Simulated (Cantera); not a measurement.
Cantera run, input and output.

```python
import numpy as np
import cantera as ct

gas = ct.Solution("gri30.yaml", transport_model="multicomponent")
show = ['N2', 'O', 'C2H2']

rows = []
print(f"{'T/K':>7s}{'rho':>11s}{'cp':>10s}{'mu':>11s}{'lambda':>11s}{'Pr':>7s}" + "".join(f"{'D_' + s:>11s}" for s in show))
for T in [400, 500, 600, 700, 800, 900, 1000, 1100, 1200]:
    gas.TPX = T, 200, {'N2O': 0.61}
    Pr = gas.cp_mass * gas.viscosity / gas.thermal_conductivity
    D = [gas.mix_diff_coeffs_mole[gas.species_index(s)] for s in show]
    rows.append([gas.density, gas.cp_mass, gas.viscosity, gas.thermal_conductivity, Pr, *D])
    print(f"{T:7g}{gas.density:11.4e}{gas.cp_mass:10.1f}{gas.viscosity:11.4e}"
          f"{gas.thermal_conductivity:11.4e}{Pr:7.3f}" + "".join(f"{d:11.4e}" for d in D))
print("SI units: kg/m3, J/kg/K, Pa s, W/m/K, m2/s")
```

Output:

```
    T/K        rho        cp         mu     lambda     Pr       D_N2        D_O     D_C2H2
    400 2.6468e-03     970.3 1.9459e-05 2.5299e-02  0.746 1.3358e-02 2.1273e-02 1.0653e-02
    500 2.1174e-03    1042.5 2.3570e-05 3.2964e-02  0.745 1.9827e-02 3.1471e-02 1.6063e-02
    600 1.7645e-03    1101.3 2.7324e-05 4.0429e-02  0.744 2.7232e-02 4.3129e-02 2.2305e-02
    700 1.5124e-03    1150.2 3.0799e-05 4.7670e-02  0.743 3.5506e-02 5.6144e-02 2.9313e-02
    800 1.3234e-03    1191.6 3.4048e-05 5.4682e-02  0.742 4.4597e-02 7.0438e-02 3.7036e-02
    900 1.1763e-03    1226.6 3.7113e-05 6.1443e-02  0.741 5.4462e-02 8.5948e-02 4.5433e-02
   1000 1.0587e-03    1254.7 4.0022e-05 6.7878e-02  0.740 6.5070e-02 1.0262e-01 5.4472e-02
   1100 9.6246e-04    1275.5 4.2800e-05 7.3896e-02  0.739 7.6390e-02 1.2041e-01 6.4124e-02
   1200 8.8226e-04    1294.3 4.5464e-05 7.9761e-02  0.738 8.8398e-02 1.3929e-01 7.4367e-02
SI units: kg/m3, J/kg/K, Pa s, W/m/K, m2/s
```

Model: GRI-Mech 3.0 (53 species, 325 reactions), integrated in Cantera. The composition is frozen, though it would react at the higher temperatures.
